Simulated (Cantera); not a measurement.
Input: 1 mol Pb, 48 mol N₂, 0.21 mol CO, equilibrated at 850 K and 100 Torr.

Equilibrium computed with Cantera from the NASA thermochemical tables; the gas is ideal and each condensed phase is pure. Candidate condensed phases: C, Pb, PbO, PbO₂, Pb₃O₄; 27 gas species. The numbers say what is thermodynamically allowed, not how fast it happens.

Base state: N₂ 0.996, CO 0.00425, CO₂ 5.19e-5 (mole fractions); condensed: C(graphite) + Pb(l).

**Question.** What changes in the equilibrium state with this change: temperature from 850 K to 1275 K?

**Answer.** 
| species | before | after |
|---|---|---|
| N₂ | 0.996 | 0.982 |
| Pb | 2.39e-6 | 0.0141 |
| CO | 0.00425 | 0.00429 |
| CO₂ | 5.19e-5 | 1.72e-8 |
| C(graphite), mol | 0.00250 | 0 |
| Pb(l), mol | 1.000 | 0.308 |
